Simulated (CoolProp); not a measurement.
200 sccm (0 °C, 1 atm) of nitrogen bubbles through liquid tetrahydrofuran at 321.6 K and leaves saturated at a total pressure of 0.15 MPa (ideal gas phase). Each further row changes one setting.

Computed with CoolProp (reference Helmholtz-energy equation of state, Fiedler 2023).

```json
[
 {"case": "as stated", "vapour pressure (kPa)": "55.5", "mole fraction of vapour": "[?]", "delivery (mg/min)": "377", "delivery (sccm)": "117", "change of delivery for a bath 1 K warmer (%)": "6.0"},
 {"case": "bath temperature 326.6 K", "vapour pressure (kPa)": "66.4", "mole fraction of vapour": "0.443", "delivery (mg/min)": "[?]", "delivery (sccm)": "[?]", "change of delivery for a bath 1 K warmer (%)": "[?]"},
 {"case": "total pressure 0.3 MPa", "vapour pressure (kPa)": "55.5", "mole fraction of vapour": "0.185", "delivery (mg/min)": "146", "delivery (sccm)": "[?]", "change of delivery for a bath 1 K warmer (%)": "4.6"}
]
```

Question: Complete the blanks.

Answer: 
- as stated, mole fraction of vapour: 0.370
- bath temperature 326.6 K, delivery (mg/min): 511
- bath temperature 326.6 K, delivery (sccm): 159
- bath temperature 326.6 K, change of delivery for a bath 1 K warmer (%): 6.6
- total pressure 0.3 MPa, delivery (sccm): 45.4
